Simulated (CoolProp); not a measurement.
o-xylene at several states: Z from the reference equation and from simpler models built on Tc = 630.3 K, pc = 3737 kPa, ω = 0.312; each cubic takes its own stable root.

Model: reference Helmholtz-energy equation of state, Zhou 2012, in CoolProp.

```tsv
T (K)	p (kPa)	phase	reference
424.5	95.2	gas	0.9584
302	102	liquid	0.004941
411.2	47.2	gas	0.9770
403.3	2660	liquid	0.1071
```

### Question
How far does each simpler model (van der Waals, Soave-Redlich-Kwong, Peng-Robinson) lie from the reference over these 4 states: mean and median of the absolute difference, and the worst?

### Answer
- van der Waals: mean 37.0 %, median 36.4 %, worst +73.8 % at 302 K and 102 kPa
- Soave-Redlich-Kwong: mean 7.1 %, median 6.9 %, worst +14.0 % at 302 K and 102 kPa
- Peng-Robinson: mean 0.8 %, median 0.8 %, worst +1.5 % at 302 K and 102 kPa
